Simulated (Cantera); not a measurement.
A closed system holds: 1 mol SiCl₄, 1.7 mol Cl₂, 18 mol H₂, held at 998 K and 2400000 Pa.

Method: chemical equilibrium by Gibbs-energy minimisation in Cantera with the NASA 1993 tables (ideal gas, pure condensed phases). Candidate condensed phases: Si; 19 gas species. Kinetics and transport are ignored.

Base state: H₂ 0.786, HCl 0.166, SiCl₄ 0.0468, SiHCl₃ 0.00154 (mole fractions); condensed: gas only.

Problem. What changes in the equilibrium state with this change: temperature from 998 K to 1675 K?

Solution. 
```json
[
 {"species": "H₂", "before": "0.786", "after": "0.751"},
 {"species": "HCl", "before": "0.166", "after": "0.202"},
 {"species": "SiCl₄", "before": "0.0468", "after": "0.0179"},
 {"species": "SiHCl₃", "before": "0.00154", "after": "0.0121"},
 {"species": "SiCl₂", "before": "1.89e-8", "after": "0.00798"},
 {"species": "H", "before": "<1e-9", "after": "2.05e-5"},
 {"species": "SiH₃Cl", "before": "4.90e-9", "after": "4.91e-5"},
 {"species": "SiCl₃", "before": "6.00e-6", "after": "0.00830"},
 {"species": "SiH₂Cl₂", "before": "5.43e-6", "after": "0.00140"}
]
```
The tables' values for SiCl₃ are old estimates; treat these amounts as uncertain.
